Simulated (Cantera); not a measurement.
Feed: 1 mol AlCl3, 62 mol N2, 200 mol H2, 1.1 mol NH3, at 9.50 mbar.

These are equilibrium values from Cantera (NASA tables, ideal gas, pure condensed phases), not measurements of a reactor. Candidate condensed phases: Al, AlCl3, AlN, NH4Cl; 20 gas species. The tables' values for AlCl2 are old estimates; treat these amounts as uncertain. Rates play no part.

log p: log10 of the partial pressure in bar; n: condensed amount in mol.

```csv
T (K),log p H2,log p N2,log p H,log p HCl,log p AlCl,log p Al,n AlN(s)
1498,-2.14,-2.65,-5.84,-4.05,-4.84,-8.91,0.558
1573,-2.15,-2.65,-5.46,-4.16,-4.46,-7.95,0
1648,-2.15,-2.65,-5.12,-4.15,-4.46,-7.51,0
1723,-2.15,-2.65,[?],-4.15,-4.45,[?],0
1798,-2.15,-2.65,-4.53,-4.15,-4.45,-6.74,0
1873,-2.15,-2.65,-4.26,-4.15,-4.46,-6.41,0
1948,-2.15,-2.65,-4.02,-4.15,-4.46,-6.11,0
2023,-2.15,-2.65,[?],-4.15,-4.47,[?],0
2098,-2.16,-2.66,-3.59,-4.15,-4.49,-5.59,0
```

### Question
Some entries are withheld; supply them.

### Answer

- 2023, log p H: -3.80
- 2023, log p Al: -5.83
- 1723, log p H: -4.81
- 1723, log p Al: -7.11
